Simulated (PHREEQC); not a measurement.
A solution holds 0.00067 mol H2S, 0.12 mol NaCl and 0.00012 mol ZnCl2 per kg of water, at 25 °C. It is in equilibrium with CO2 at log p = 0 (atm). Otherwise closed; pH follows from the charge balance.

The numbers come from PHREEQC with the ion-association model, phreeqc.dat.

pH: 3.61
ionic strength: 0.120 mol/kgw
specific conductance: 12600 µS/cm
density: 1.002 g/cm³

| species | molality | activity | log γ |
|---|---|---|---|
| Cl- | 0.120 | 0.0906 | -0.123 |
| Na+ | 0.120 | 0.0930 | -0.111 |
| CO2 | 0.0329 | 0.0338 | 0.012 |
| H2S | 0.000448 | 0.000461 | 0.012 |
| H+ | 0.000303 | 0.000248 | -0.087 |
| Zn(HS)2 | 0.000111 | 0.000114 | 0.012 |
| HCO3- | 7.78e-5 | 6.05e-5 | -0.110 |
| (CO2)2 | 2.04e-5 | 2.10e-5 | 0.012 |
| Zn+2 | 8.16e-6 | 2.89e-6 | -0.451 |
| NaHCO3 | 3.08e-6 | 3.16e-6 | 0.012 |
| ZnCl+ | 9.32e-7 | 7.04e-7 | -0.122 |
| HS- | 2.85e-7 | 2.13e-7 | -0.126 |
| ZnCl2 | 6.50e-8 | 6.68e-8 | 0.012 |
| ZnHCO3+ | 2.85e-8 | 2.20e-8 | -0.113 |
| ZnCl3- | 8.98e-9 | 6.79e-9 | -0.122 |

No solid was allowed to form. Saturation is exceeded, for instance for Sphalerite (slow to form); the values hold only as long as no solid forms. Species that the database lacks are ignored.
